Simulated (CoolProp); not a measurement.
R407C at 327.39 K and 0.437 MPa flows at 0.21 m/s in a round tube of 4.6 mm bore and 15 µm roughness, fully developed (64/Re and Nu = 3.66 if laminar; Colebrook and Gnielinski if turbulent). Each further row changes one setting.

Computed with CoolProp (reference Helmholtz-energy equation of state, Lemmon 2003). It is a pseudo-pure fit of the blend.

```json
[
 {"case": "as stated", "Reynolds number": "1040", "Darcy friction factor": "0.0615", "pressure drop (Pa/m)": "4.30", "heat-transfer coefficient (W/(m² K))": "12.6", "mass flow (kg/h)": "0.183"},
 {"case": "velocity 0.42 m/s", "Reynolds number": "2080", "Darcy friction factor": "0.0308", "pressure drop (Pa/m)": "8.60", "heat-transfer coefficient (W/(m² K))": "12.6", "mass flow (kg/h)": "0.366"},
 {"case": "diameter 9.2 mm", "Reynolds number": "2080", "Darcy friction factor": "0.0308", "pressure drop (Pa/m)": "1.07", "heat-transfer coefficient (W/(m² K))": "6.28", "mass flow (kg/h)": "0.732"}
]
```

Viscosity comes from a separate model (Geller 2000). Thermal conductivity comes from a separate model (Geller 2001).
